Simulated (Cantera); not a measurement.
A perfectly stirred reactor is fed with 12.6 % CO, 12.6 % H2, 15.7 % O2, 59.1 % N2, equivalence ratio 0.80, at 2.70 bar; it is adiabatic with a 550 K inlet, and is followed from long to short residence time, starting on the burning branch (τ in s: 0.061, 0.026, 0.011, 0.0046, 0.0019, 0.00082, 0.00035, 0.00015, 6.2e-05, 2.6e-05).

Model: GRI-Mech 3.0 (53 species, 325 reactions), integrated in Cantera. The hydrogen kinetics of GRI-Mech 3.0 are dated; newer H2 mechanisms differ, most at raised pressure.

### Question
Predict: blow-out, bracketed by the residence times tried; x(CO) at τ = 61.0 ms; x(H2) at τ = 61.0 ms; x(O2) at τ = 61.0 ms; x(NO) at τ = 61.0 ms; x(H2O) at τ = 61.0 ms; x(CO) at τ = 0.820 ms; x(H2) at τ = 0.820 ms; x(O2) at τ = 0.820 ms; x(NO) at τ = 0.820 ms; x(H2O) at τ = 0.820 ms.

### Answer
- blow-out, bracketed by the residence times tried = burning at 26.0 µs, the shortest tried
- x(CO) at τ = 61.0 ms = 0.00835
- x(H2) at τ = 61.0 ms = 0.00147
- x(O2) at τ = 61.0 ms = 0.0362
- x(NO) at τ = 61.0 ms = 0.00512
- x(H2O) at τ = 61.0 ms = 0.138
- x(CO) at τ = 0.820 ms = 0.0208
- x(H2) at τ = 0.820 ms = 0.00390
- x(O2) at τ = 0.820 ms = 0.0442
- x(NO) at τ = 0.820 ms = 0.000319
- x(H2O) at τ = 0.820 ms = 0.132
